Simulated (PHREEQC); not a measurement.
1.5 g of hydrous ferric oxide (600 m²/g; 0.2 weak and 0.005 strong sites per Fe, Dzombak-Morel constants, diffuse double layer) in 1 kg of water with 0.01 mol/kgw of an inert sodium salt, at 25 °C; the pH is set by adding NaOH or the inert anion's acid. Oxygen alone is held at its pressure in air (log pO2 = -0.68). The system is closed to CO2. Nothing may precipitate in this run.

Equilibrium calculation in PHREEQC: ion-association model, wateq4f.dat.

Predict surface charge σ (C/m²), surface potential ψ (mV) at pH = 3.5, 4, 8.5, 9.


```csv
pH,surface charge σ (C/m²),surface potential ψ (mV)
3.5,0.280,195
4,0.221,184
8.5,-0.005,-22
9,-0.013,-49
```

Species that the database lacks are ignored. The oxide is taken as insoluble; below pH 4 it would dissolve.
